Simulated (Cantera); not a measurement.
Input: 1 mol AlN, 0.052 mol Cl2, 0.7 mol N2, held at 1673 K and 0.160 bar.

Method: chemical equilibrium by Gibbs-energy minimisation in Cantera with the NASA 1993 tables (ideal gas, pure condensed phases). Candidate condensed phases: Al, AlCl3, AlN; 11 gas species. The tables' values for AlCl2 are old estimates; treat these amounts as uncertain. Kinetics and transport are ignored.

Base state: N2 0.945, AlCl3 0.0366, AlCl 0.00916, AlCl2 0.00877, Cl 2.67e-5 (mole fractions); condensed: AlN(s).

Question: What changes in the equilibrium state with this change: pressure from 0.160 bar to 1.40 bar?

Answer: 
```tsv
species	before	after
N2	0.945	0.952
AlCl3	0.0366	0.0434
AlCl2	0.00877	0.00332
AlCl	0.00916	0.00111
Cl	2.67e-5	9.56e-6
AlN(s), mol	0.958	0.964
```

Question: What changes in the equilibrium state with this change: pressure from 0.160 bar to 32.0 mbar?

Answer: 
```tsv
species	before	after
N2	0.945	0.925
AlCl	0.00916	0.0388
AlCl3	0.0366	0.0218
AlCl2	0.00877	0.0139
Cl	2.67e-5	5.00e-5
AlN(s), mol	0.958	0.941
```
